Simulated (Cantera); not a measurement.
What does this Cantera script print?

```python
import numpy as np
import cantera as ct

gas_names = """
    CS2 C2H6 C2H2,acetylene H2S C6H6
""".split()
cond_names = """
    Ni(cr) Ni(L) NiS2(s) NiS2(L) C(gr) NiS(b) NiS(a) NiS(L) Ni3S4(s)
""".split()


# ... load() reads the species with a 1 bar reference pressure and builds the phases ...
species = {s.name: s for s in load("nasa_gas.yaml", gas_names) + load("nasa_condensed.yaml", cond_names)}
# Each term lists the table entries of one substance; the one whose range holds T is used.
reactions = {
    '4 CS2(g) + 4 Ni + C2H6(g) = 3 C2H2(g) + 4 NiS2':
        [(-4, ['CS2']), (-4, ['Ni(cr)', 'Ni(L)']), (-1, ['C2H6']), (3, ['C2H2,acetylene']), (4, ['NiS2(s)', 'NiS2(L)'])],
    '3 H2S(g) + 6 C + 9 NiS = 3 Ni3S4 + C6H6(g)':
        [(-3, ['H2S']), (-6, ['C(gr)']), (-9, ['NiS(b)', 'NiS(a)', 'NiS(L)']), (3, ['Ni3S4(s)']), (1, ['C6H6'])],
}


def pick(names, T):
    return next(species[n] for n in names if species[n].thermo.min_temp <= T <= species[n].thermo.max_temp)


results = []
for label, terms in reactions.items():
    print(label)
    print("     T/K   dH/kJ  dS/(J/K)   dG/kJ   log10 K")
    for T in [300, 423, 448, 473, 498, 523, 548, 573, 598]:
        used = [(nu, pick(names, T)) for nu, names in terms]
        dH = sum(nu * s.thermo.h(T) for nu, s in used) / 1e6
        dS = sum(nu * s.thermo.s(T) for nu, s in used) / 1e3
        dG = dH - T * dS / 1e3
        logK = -dG * 1e6 / (ct.gas_constant * T * np.log(10))
        results.append((label, T, dH, dS, dG, logK, [s.name for _, s in used]))
        print(f"{T:8g} {dH:8.1f} {dS:8.1f} {dG:8.1f} {logK:8.2f}")
```

Result:

```
4 CS2(g) + 4 Ni + C2H6(g) = 3 C2H2(g) + 4 NiS2
     T/K   dH/kJ  dS/(J/K)   dG/kJ   log10 K
     300   -224.7   -409.6   -101.8    17.73
     423   -216.4   -386.2    -53.0     6.55
     448   -214.9   -382.8    -43.4     5.06
     473   -213.5   -379.7    -33.9     3.74
     498   -212.1   -376.8    -24.4     2.56
     523   -210.8   -374.3    -15.0     1.50
     548   -209.6   -372.1     -5.7     0.55
     573   -208.5   -370.2      3.6    -0.32
     598   -207.7   -368.6     12.8    -1.12
3 H2S(g) + 6 C + 9 NiS = 3 Ni3S4 + C6H6(g)
     T/K   dH/kJ  dS/(J/K)   dG/kJ   log10 K
     300     31.8   -300.0    121.8   -21.21
     423     33.1   -296.8    158.6   -19.59
     448     33.7   -295.2    166.0   -19.36
     473     34.6   -293.5    173.4   -19.14
     498     35.5   -291.4    180.7   -18.95
     523     36.7   -289.2    187.9   -18.77
     548     38.0   -286.8    195.1   -18.60
     573     39.4   -284.2    202.3   -18.44
     598     41.1   -281.4    209.3   -18.29
```

Source: NASA polynomial tables (part measured, part estimated), evaluated in Cantera. Condensed species are held in their standard states even where they would react or evaporate.
